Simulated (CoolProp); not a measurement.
Propylene along the isobar 2.08 MPa: fugacity coefficient from the reference equation and from simpler models built on Tc = 91.1 °C, pc = 4.555 MPa, ω = 0.146; each cubic takes its own stable root.

Model: reference Helmholtz-energy equation of state, Lemmon 2013, in CoolProp.

```tsv
T (°C)	phase	reference
-78.35	liquid	0.01003
-43.55	liquid	0.06025
-8.85	liquid	0.2052
25.85	liquid	0.4885
60.55	gas	0.7968
95.25	gas	0.8523
130.05	gas	0.8893
164.75	gas	0.9154
199.45	gas	0.9345
234.15	gas	0.9490
268.95	gas	0.9602
```

### Question
How far does each simpler model (van der Waals, Peng-Robinson) lie from the reference over these 11 states: mean and median of the absolute difference, and the worst?

### Answer
- van der Waals: mean 128.4 %, median 2.0 %, worst +908.0 % at -78.35 °C and 2.08 MPa
- Peng-Robinson: mean 1.1 %, median 0.9 %, worst +3.0 % at -78.35 °C and 2.08 MPa
